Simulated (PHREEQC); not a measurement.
Acid mine or pickling water (model solution)

A made-up water analysis in mmol/kgw, 25 °C, pH 2.46, pe 11.4:

```json
[
 {"constituent": "Na", "mmol/kgw": "56.7"},
 {"constituent": "K", "mmol/kgw": "2.34"},
 {"constituent": "Ca", "mmol/kgw": "6.56"},
 {"constituent": "Mg", "mmol/kgw": "4.45"},
 {"constituent": "Cl", "mmol/kgw": "31"},
 {"constituent": "S(6)", "mmol/kgw": "29"},
 {"constituent": "B", "mmol/kgw": "0.271"},
 {"constituent": "Fe(3)", "mmol/kgw": "0.727"},
 {"constituent": "Zn", "mmol/kgw": "0.461"},
 {"constituent": "Al", "mmol/kgw": "0.0524"},
 {"constituent": "Pb", "mmol/kgw": "0.141"}
]
```

Valence states are taken as typed.

All values are PHREEQC results (ion-association model, wateq4f.dat), not measurements.

Each row changes one thing in this solution. This is a speciation only: nothing precipitates in the calculation.

```json
[
 {"case": "as made", "ionic strength (mol/kgw)": "0.102", "SO4-2 (mol/kgw)": "0.0188", "Ca+2 (mol/kgw)": "0.00425", "HSO4- (mol/kgw)": "0.00303", "Mg+2 (mol/kgw)": "0.00270", "Zn+2 (mol/kgw)": "0.000260", "SI of Gypsum (CaSO4:2H2O)": "-0.36", "SI of Anglesite (PbSO4)": "+0.87"},
 {"case": "Ca from 6.56 to 19.7 mmol/kgw", "ionic strength (mol/kgw)": "0.116", "SO4-2 (mol/kgw)": "0.0163", "Ca+2 (mol/kgw)": "0.0138", "HSO4- (mol/kgw)": "0.00254", "Mg+2 (mol/kgw)": "0.00293", "Zn+2 (mol/kgw)": "0.000287", "SI of Gypsum (CaSO4:2H2O)": "+0.05", "SI of Anglesite (PbSO4)": "+0.83"},
 {"case": "temperature from 25 to 70 °C at the same typed pH", "ionic strength (mol/kgw)": "0.0934", "SO4-2 (mol/kgw)": "0.0145", "Ca+2 (mol/kgw)": "0.00422", "HSO4- (mol/kgw)": "0.00693", "Mg+2 (mol/kgw)": "0.00200", "Zn+2 (mol/kgw)": "0.000252", "SI of Gypsum (CaSO4:2H2O)": "-0.41", "SI of Anglesite (PbSO4)": "+0.48"}
]
```

Some of these states are supersaturated (in Anglesite, Jarosite-K, for instance). Away from 25 °C the constants follow the database's enthalpies or fits; those with neither stay at their 25 °C values.
